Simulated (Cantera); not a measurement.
**Thermodynamics of iron carbonyl, mercury and lead vapours, feed Fe(CO)5 + O2 + N2**

A closed system holds: 1 mol Fe(CO)5, a varied amount of O2, 4.4 mol N2, held at 1198.15 K and 1.00 bar.

Equilibrium computed with Cantera from the NASA thermochemical tables; the gas is ideal and each condensed phase is pure. Candidate condensed phases: C, Fe, Fe(CO)5, FeO, Fe2O3, Fe3O4; 27 gas species. Mutual solubility and eutectic melting of coexisting phases are not modelled. The tables' stoichiometric FeO is somewhat more stable than real wüstite, so its field is too wide. FeO: taken at fixed stoichiometry. Condensed phases not in the tables: cementite and carbon dissolved in iron. Equilibrium is a limit: real reactors are often held back by kinetics, nucleation or transport.

```tsv
n(O2) (mol)	log p CO	log p N2	log p CO2	n C(graphite)	n Fe(γ)	n FeO(s)
0.013	-0.28	-0.33	-2.27	0.0242	1.00	0
0.019	-0.28	-0.33	-2.27	0.0124	1.00	0
0.029	-0.28	-0.33	-2.21	0	1.00	0
0.042	-0.28	-0.33	-2.05	0	1.00	0
0.062	-0.29	-0.33	-1.88	0	1.00	0
0.09	-0.29	-0.33	-1.72	0	1.00	0
0.13	-0.30	-0.33	-1.56	0	1.00	0
0.19	-0.31	-0.33	-1.39	0	1.00	0
0.29	-0.33	-0.33	-1.21	0	1.00	0
0.42	-0.35	-0.33	-1.05	0	1.00	0
0.62	-0.35	-0.33	-1.05	0	0.601	0.399
```
log p: log10 of the partial pressure in bar; n: condensed amount in mol.

From 0.013 mol O2 to 0.019 mol O2 the condensed part is C(graphite) + Fe(γ). From 0.029 mol O2 to 0.42 mol O2 the condensed part is Fe(γ). At 0.62 mol O2 the condensed part is Fe(γ) + FeO(s).
